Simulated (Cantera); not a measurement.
Feed: 1 mol Mg(OH)2, 0.2 mol H2O, held at 1902 °C and 51.0 Pa.

These are equilibrium values from Cantera (NASA tables, ideal gas, pure condensed phases), not measurements of a reactor. Candidate condensed phases: H2O, Mg, MgO, Mg(OH)2; 15 gas species. Rates play no part.

### Question
What is the equilibrium state?

### Answer
```
Property                             Result
--------------------------------  ---------
x(H2O)                                0.625
x(H2)                                 0.104
x(H)                                 0.0697
x(O2)                                0.0671
x(OH)                                0.0563
x(Mg)                                0.0492
x(O)                                 0.0264
x(MgOH)                             0.00103
x(MgO)                             0.000954
n(MgO(s))                         0.922 mol
gas amount                        1.514 mol
log10 activity of Mg(l) (absent)      -6.36
```
